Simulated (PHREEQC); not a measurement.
Acid mine or pickling water

Synthetic water in mg/L, 20 °C, pH 2.54, pe 9.6:

```tsv
constituent	mg/L
Na	169
K	0.49
Ca	121
Mg	25.8
Cl	172
S(6) as SO4	782
Cu(2)	18.3
```

Na is adjusted to close the charge balance.
Valence states are taken as typed.

Computed with PHREEQC (ion-association model, wateq4f.dat).

Precipitation was switched off in this run.

**Question.** What ionic strength does the model give?

**Answer.** ionic strength 0.0270 mol/kgw.

**Question.** In which forms is S present?

**Answer.** SO4-2 73 %, HSO4- 12 %, CaSO4 9.3 %, MgSO4 3.5 %, NaSO4- 1.5 %, CuSO4 0.9 % of the S.

Complexes and solids missing from the database can't appear.
